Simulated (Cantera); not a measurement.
Standard-state values (1 bar) from the NASA 1993 polynomials, evaluated with Cantera. Values are per mole of reaction as written; species without (g) are pure solids or liquids, kept so even where they would boil at 1 bar.

Fe + Cl2(g) = FeCl2(g)

| T (K) | ΔH° (kJ) | ΔS° (J/K) | ΔG° (kJ) | log10 K |
|---|---|---|---|---|
| 300 | -141.0 | 48.9 | -155.7 | 27.10 |
| 675 | [?] | [?] | [?] | [?] |
| 725 | -143.5 | 44.3 | -175.6 | 12.65 |
| 775 | -144.0 | 43.6 | -177.8 | 11.98 |
| 825 | -144.6 | 42.8 | -179.9 | 11.39 |
| 875 | -145.4 | 41.9 | -182.0 | 10.87 |
| 925 | -146.3 | 40.9 | -184.1 | 10.40 |
| 975 | [?] | [?] | [?] | [?] |

Q: Fill in the missing entries.

A: 
- 675, ΔH° (kJ): -143.0
- 675, ΔS° (J/K): 44.9
- 675, ΔG° (kJ): -173.3
- 675, log10 K: 13.41
- 975, ΔH° (kJ): -147.4
- 975, ΔS° (J/K): 39.7
- 975, ΔG° (kJ): -186.1
- 975, log10 K: 9.97
